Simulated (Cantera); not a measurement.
Silicon carbide growth: CH3SiCl3 + HCl + H2

Input: 1 mol CH3SiCl3, 0.057 mol HCl, 1.3 mol H2, held at 87.0 mbar.

Method: chemical equilibrium by Gibbs-energy minimisation in Cantera with the NASA 1993 tables (ideal gas, pure condensed phases). Candidate condensed phases: C, C6H6, C7H8, C8H18, Si, SiC; 109 gas species. The feed counts by its element totals alone. The tables' values for SiCl3, SiCl are old estimates; treat these amounts as uncertain. Kinetics and transport are ignored.

From 1348 K to 2048 K the condensed part is C(graphite) + SiC(s). The main Si-bearing gas is SiCl4 at 1348 K and SiCl2 at 2048 K. The share of Si in condensed phases is highest at 1548 K (76.9 %) and lowest at 2048 K (57.6 %).

```
T (K)  log p HCl  log p H2  log p SiCl2  log p SiCl4  log p SiCl3  log p H  log p Cl  log p SiHCl3  n C(graphite)  n SiC(s)
-----  ---------  --------  -----------  -----------  -----------  -------  --------  ------------  -------------  --------
1348       -1.39     -1.40        -3.35        -2.29        -3.17    -6.34     -6.40         -3.55          0.307     0.693
1448       -1.34     -1.45        -2.96        -2.53        -3.03    -5.76     -5.74         -3.71          0.249     0.751
1548       -1.31     -1.48        -2.68        -2.84        -2.98    -5.25     -5.18         -3.92          0.230     0.769
1648       -1.30     -1.49        -2.48        -3.21        -3.02    -4.80     -4.72         -4.17          0.246     0.754
1748       -1.31     -1.49        -2.34        -3.61        -3.10    -4.39     -4.32         -4.44          0.282     0.718
1848       -1.33     -1.48        -2.23        -4.01        -3.21    -4.02     -3.98         -4.71          0.327     0.672
1948       -1.34     -1.47        -2.16        -4.39        -3.32    -3.68     -3.68         -4.97          0.374     0.624
2048       -1.36     -1.46        -2.10        -4.75        -3.44    -3.38     -3.41         -5.22          0.420     0.576
```
log p: log10 of the partial pressure in bar; n: condensed amount in mol.
